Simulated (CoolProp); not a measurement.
Vapour-liquid equilibrium of acetone (1) + p-xylene (2) at 69.8 kPa; x and y are mole fractions of (1).

Computed with CoolProp (multi-fluid Helmholtz-energy mixture model, Lemmon 2006 and Zhou 2012; pair parameters Bell 2016).

```csv
x,bubble temperature (K),y at the bubble point,dew temperature at overall composition x (K),liquid density (mol/L)
0.05,377.4,0.485,396.3,7.546
0.125,359.5,0.739,393.6,7.945
0.2,349.3,0.833,390.7,8.298
0.275,342.8,0.879,387.6,8.639
0.35,338.2,0.907,384.3,8.985
0.425,334.8,0.925,380.6,9.344
0.5,332.0,0.939,376.6,9.722
0.575,329.7,0.950,372.0,10.12
0.65,327.6,0.960,366.8,10.56
0.725,325.6,0.968,360.7,11.02
0.8,323.7,0.977,353.3,11.52
0.875,321.8,0.985,343.5,12.07
0.95,320.0,0.994,329.6,12.67
```

No azeotrope shows between x = 0.05 and 0.95.

Pair parameters are fitted to limited data, so mixtures are less certain than the pure fluids.
